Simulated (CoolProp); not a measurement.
Vapour pressure (kPa) of nitrogen: the reference equation beside estimates from Tc = 126.2 K, pc = 3396 kPa, ω = 0.037.

Model: reference Helmholtz-energy equation of state, Span 2000, in CoolProp.

```
T (K)  reference  Lee-Kesler  Redlich-Kwong  Soave-Redlich-Kwong
-----  ---------  ----------  -------------  -------------------
97.3       642.2       642.6          638.7                646.7
101        833.6       833.7          837.9                841.3
104.7       1063        1062           1076                 1075
108.4       1334        1333           1357                 1351
112.1       1652        1649           1683                 1673
115.8       2022        2018           2058                 2046
119.4       2436        2433           2473                 2460
123.1       2926        2926           2952                 2944
```

Absolute difference from the reference over all 8 rows, mean and median: Lee-Kesler 0.1 and 0.1 %, Redlich-Kwong 1.3 and 1.4 %, Soave-Redlich-Kwong 1.0 and 1.1 %.
